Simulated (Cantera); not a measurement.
Input: 1 mol Si₃N₄, 3.6 mol O₂, 0.53 mol H₂, equilibrated at 1798.15 K and 0.133 bar.

Equilibrium computed with Cantera from the NASA thermochemical tables; the gas is ideal and each condensed phase is pure. The tables hold silica as quartz up to 1696 K and as liquid above; real silica turns to tridymite and cristobalite and melts near 1996 K. Gases not in the tables: Si(OH)₄. The numbers say what is thermodynamically allowed, not how fast it happens.

| species | before | after |
|---|---|---|
| H₂ | 7.87e-5 | 0.838 |
| N₂ | 0.696 | 0.159 |
| SiO | 6.78e-9 | 0.00177 |
| H₂O | 0.184 | 4.50e-7 |
| O₂ | 0.115 | <1e-9 |
| NO | 0.00287 | <1e-9 |
| OH | 0.00132 | <1e-9 |
| O | 0.000111 | <1e-9 |
| SiH₂ | <1e-9 | 1.35e-5 |
| Si | <1e-9 | 1.27e-5 |
| H | 8.57e-6 | 0.000884 |
| SiO₂(condensed), mol | 3.00 | 0 |
| Si₂N₂O(s), mol | 0 | 0.299 |
| Si₃N₄(s), mol | 0 | 0.800 |
Gas species are given as mole fractions.

What was changed between the two runs?
A. temperature from 1798.15 K to 1248 K
B. temperature from 1798.15 K to 798.15 K
C. O₂ from 3.6 to 0.15 mol
D. temperature from 1798.15 K to 1675 K

C, O₂ from 3.6 to 0.15 mol. Mutual solubility and eutectic melting of coexisting phases are not modelled. Gases not in the tables: Si₂H₆ and higher silanes
